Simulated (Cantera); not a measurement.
Gas mixture: O2 = 0.92 (molar parts), at 615 Torr, frozen composition.

Cantera's kinetic-theory transport with the Lennard-Jones parameters of GRI-Mech 3.0, ideal gas; thermal conductivity in the multicomponent form.

One state of this run: ρ (kg/m³) = 0.225; cp (J/kg/K) = 1134; μ (µPa s) = 59.7; λ (mW/m/K) = 95.6; Pr = 0.708; D (cm²/s) OH = 5.40; D (cm²/s) N2 = 3.52; D (cm²/s) CH3 = 3.93. D: mixture-averaged diffusion coefficient of that species in the mixture.

Which value of T (K) does it belong to?
(A) 1900
(B) 1400
(C) 900
(D) 1650

B, 1400
